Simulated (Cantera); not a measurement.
A Cantera script and what it prints.

```python
import numpy as np
import cantera as ct

gas_names = """
    C CH CH2 CH3 CH2OH CH3O CH4 CH3OH CO CO2 COOH C2 C2H CHCO,ketyl C2H2,acetylene C2H2,vinylidene
    CH2CO,ketene C2H3,vinyl CH3CO,acetyl C2H4 C2H4O,ethylen CH3CHO,ethanal CH3COOH (HCOOH)2 C2H5 C2H6
    CH3OCH3 C2H5OH C2O C3 C3H3,propargyl C3H4,allene C3H4,propyne C3H4,cyclo- C3H5,allyl C3H6,propylene
    C3H6,cyclo- C3H6O C3H7,n-propyl C3H7,i-propyl C3H8 C3H8O,1propanol C3H8O,2propanol C3O2 C4 C4H2
    C4H4,1,3-cyclo- C4H6,butadiene C4H6,2-butyne C4H6,cyclo- C4H8,1-butene C4H8,cis2-buten
    C4H8,tr2-butene C4H8,isobutene C4H8,cyclo- (CH3COOH)2 C4H9,n-butyl C4H9,i-butyl C4H9,s-butyl
    C4H9,t-butyl C4H10,isobutane C4H10,n-butane C5 C5H6,1,3cyclo- C5H8,cyclo- C5H10,1-pentene
    C5H10,cyclo- C5H11,pentyl C5H11,t-pentyl C5H12,n-pentane C5H12,i-pentane CH3C(CH3)2CH3 C6H2
    C6H5,phenyl C6H5O,phenoxy C6H6 C6H5OH,phenol C6H10,cyclo- C6H12,1-hexene C6H12,cyclo- C6H13,n-hexyl
    C7H7,benzyl C7H8 C7H8O,cresol C7H14,1-heptene C7H15,n-heptyl C7H16,n-heptane C8H8,styrene
    C8H10,ethylbenz C8H16,1-octene C8H17,n-octyl C8H18,isooctane C8H18,n-octane C9H19,n-nonyl
    C10H8,naphthale C10H21,n-decyl C12H9,o-bipheny C12H10,bipheny H HCO HO2 H2 HCHO,formaldehy HCOOH H2O
    H2O2 O OH O2 O3
""".split()
cond_names = """
    C(gr) C6H6(L) C7H8(L) C8H18(L),n-octa H2O(s) H2O(L)
""".split()


def load(file, names, dense=False):
    # The tables refer to 1 bar. Condensed volumes are neglected.
    table = {s.name: s for s in ct.Species.list_from_file(file)}
    out = []
    for n in names:
        d = dict(table[n].input_data)
        d["thermo"] = dict(d["thermo"], **{"reference-pressure": 1e5})
        if dense:
            d["equation-of-state"] = {"model": "constant-volume", "density": "1e6 g/cm^3"}
        out.append(ct.Species.from_dict(d))
    return out


gas = ct.Solution(thermo="ideal-gas", species=load("nasa_gas.yaml", gas_names))
cond = {s.name: ct.Solution(thermo="fixed-stoichiometry", species=[s], name=s.name)
        for s in load("nasa_condensed.yaml", cond_names, dense=True)}
atoms = {
    'acetone': {'C': 3, 'H': 6, 'O': 1},
    'CO2': {'C': 1, 'O': 2},
    'H2': {'H': 2},
    'O2': {'O': 2},
}
top_T = {'C(gr)': 4500}  # K; cautious upper limits of use, not melting points


def equilibrate(T, P, feed):
    n = {}
    for name, mol in feed.items():
        for a, k in atoms[name].items():
            n[a] = n.get(a, 0.0) + k * mol
    gas.TPX = T, P, n
    mass = sum(n.values()) * gas.mean_molecular_weight
    gas.equilibrate("TP")
    valid = [c for c in cond.values() if c.min_temp <= T <= top_T.get(c.name, c.max_temp)]
    mix = ct.Mixture([(gas, mass / gas.mean_molecular_weight)] + [(c, 0.0) for c in valid])
    mix.T, mix.P = T, P
    mix.equilibrate("TP", solver="vcs", rtol=1e-11, max_steps=5000)
    return mix


results = []
feed = {'acetone': 1, 'CO2': 2.3, 'H2': 1.5, 'O2': 0.13}  # mol
T = 2475  # K
P = 1333.22  # Pa
mix = equilibrate(T, P, feed)
results.append((T, P, feed, dict(zip(mix.species_names, mix.species_moles))))
x = sorted(zip(gas.X, gas.species_names), reverse=True)
print(f"T = {T:g} K  P = {P:g} Pa  gas = {mix.phase_moles(0):.4g} mol")
print("   x: " + "  ".join(f"{s} {v:.3e}" for v, s in x if v > 1e-05))
print("   condensed (mol): " + ("  ".join(f"{mix.phase(i).name} {mix.phase_moles(i):.4g}"
      for i in range(1, mix.n_phases) if mix.phase_moles(i) > 1e-12) or "none"))
```

Result:

```
T = 2475 K  P = 1333.22 Pa  gas = 10.41 mol
   x: CO 4.994e-01  H2 3.342e-01  H 1.126e-01  H2O 4.051e-02  CO2 9.878e-03  OH 2.749e-03  O 6.122e-04  O2 3.052e-05
   condensed (mol): none
```

Method: chemical equilibrium by Gibbs-energy minimisation in Cantera with the NASA 1993 tables (ideal gas, pure condensed phases). The feed counts by its element totals alone.
